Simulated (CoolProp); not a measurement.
Vapour pressure (kPa) of R124: the reference equation beside estimates from Tc = 395.4 K, pc = 3624 kPa, ω = 0.288. Clausius-Clapeyron is anchored at 313.9 K with a constant enthalpy of vaporisation of 18.68 kJ/mol.

The numbers come from the reference Helmholtz-energy equation of state, de Vries 1995 in CoolProp.

```
T (K)  reference  Clausius-Clapeyron  Redlich-Kwong  Soave-Redlich-Kwong  Peng-Robinson
-----  ---------  ------------------  -------------  -------------------  -------------
310.7      554.2               562.8          783.2                558.3          551.5
313.9      605.9               605.9          843.4                610.9          603.2
317.1      661.1               651.2          906.7                667.0          658.4
320.3      720.1               699.0          973.2                727.0          717.4
323.4      780.8               747.6           1041                788.8          778.3
326.6      847.4               800.3           1114                856.7          845.2
329.8      918.2               855.5           1190                928.8          916.2
333        993.3               913.4           1270                 1005          991.7
336.2       1073               973.9           1353                 1086           1072
```

Absolute difference from the reference over all 9 rows, mean and median: Clausius-Clapeyron 4.4 and 4.3 %, Redlich-Kwong 33.5 and 33.3 %, Soave-Redlich-Kwong 1.0 and 1.0 %, Peng-Robinson 0.3 and 0.3 %.
